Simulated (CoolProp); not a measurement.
Vapour-liquid equilibrium of R22 (1) + acetone (2) at 276.6 K; x and y are mole fractions of (1).

Computed with CoolProp (multi-fluid Helmholtz-energy mixture model, Kamei 1995 and Lemmon 2006; pair parameters Bell 2016).

Question: Give the bubble pressure and the first vapour's composition at x = 0.05, 0.65, 0.8. Is there an azeotrope?

Answer: x = 0.05: 0.3468 bar, y = 0.689; x = 0.65: 2.734 bar, y = 0.986; x = 0.8: 3.962 bar, y = 0.996. No azeotrope shows between x = 0.05 and 0.95.

Pair parameters are fitted to limited data, so mixtures are less certain than the pure fluids.
